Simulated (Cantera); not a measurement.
A perfectly stirred reactor is fed with CH4 : H2 = 1 : 4 (molar parts), at 0.0178 atm; it is held at 1650 K, and followed from long to short residence time.

Computed with Cantera and GRI-Mech 3.0 (53 species, 325 reactions). GRI-Mech 3.0 stops at C3 and has no aromatics, soot or wall deposition, so with more carbon than oxygen in the feed, carbon stays in small species such as C2H2 where larger ones or solid carbon would form. Radical loss at walls, strong at low pressure, is not modelled.

x: mole fraction; the columns are a selection and need not sum to one.

```csv
τ (s),x CH4,x H2,x CH2,x CH3,x C2H4,x C2H,x H
4.9,0.0394,0.893,2.19e-7,0.000452,0.000187,1.64e-7,0.000506
1.0,[?],0.866,[?],[?],[?],[?],[?]
0.21,0.145,0.831,4.02e-7,0.00125,0.00107,3.99e-8,0.000356
0.045,0.187,0.807,3.34e-7,0.00128,0.00111,5.91e-9,0.000276
0.0093,0.199,0.800,6.60e-8,0.000551,0.000136,3.05e-11,0.000110
0.0019,0.200,0.800,[?],[?],[?],<1e-12,[?]
0.00040,0.200,0.800,1.38e-10,2.45e-5,1.44e-8,<1e-12,5.06e-6
```

Q: Complete the blanks.

A: 
- 1.0, x CH4: 0.0848
- 1.0, x CH2: 3.26e-7
- 1.0, x CH3: 0.000841
- 1.0, x C2H4: 0.000486
- 1.0, x C2H: 1.01e-7
- 1.0, x H: 0.000426
- 0.0019, x CH2: 3.18e-9
- 0.0019, x CH3: 0.000117
- 0.0019, x C2H4: 1.57e-6
- 0.0019, x H: 2.32e-5
